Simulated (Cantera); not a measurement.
## Adiabatic ignition

An adiabatic, constant-pressure homogeneous reactor starts with 5.56 % C3H8, 19.9 % O2, 74.6 % N2, equivalence ratio 1.4, at 1475 K and 10.0 bar.

Model: GRI-Mech 3.0 (53 species, 325 reactions), integrated in Cantera. GRI-Mech 3.0 was tuned for natural gas; its chemistry of propane as a main component is partial and can be far from experiment.

```
t (s)     T (K)  x C3H8     x O2      x H      x NO    x C2H2
--------  -----  ------  -------  -------  --------  --------
8.00e-6    1473  0.0496    0.195  3.86e-6  2.92e-12   5.40e-6
2.46e-5    1572  0.0181    0.163  8.06e-5  4.31e-10  0.000386
7.59e-5    2910  <1e-12  0.00118  0.00784  0.000907    <1e-12
0.000234   2903  <1e-12  0.00109  0.00773   0.00219    <1e-12
0.000721   2900  <1e-12  0.00106  0.00768   0.00272    <1e-12
0.00222    2900  <1e-12  0.00106  0.00768   0.00272    <1e-12
0.00684    2900  <1e-12  0.00106  0.00768   0.00272    <1e-12
0.0211     2900  <1e-12  0.00106  0.00768   0.00272    <1e-12
0.0649     2900  <1e-12  0.00106  0.00768   0.00272    <1e-12
0.200      2900  <1e-12  0.00106  0.00768   0.00272    <1e-12
```
x: mole fraction; the columns are a selection and need not sum to one.

```yaml
time_of_steepest_temperature_rise: 27.9 µs
temperature at 0.200 s: 2900 K
equilibrium_temperature: 2900 K
x(C3H8) at 0.200 s: <1e-12 (gas-phase equilibrium <1e-12)
x(O2) at 0.200 s: 0.00106 (gas-phase equilibrium 0.00106)
x(H) at 0.200 s: 0.00768 (gas-phase equilibrium 0.00768)
```
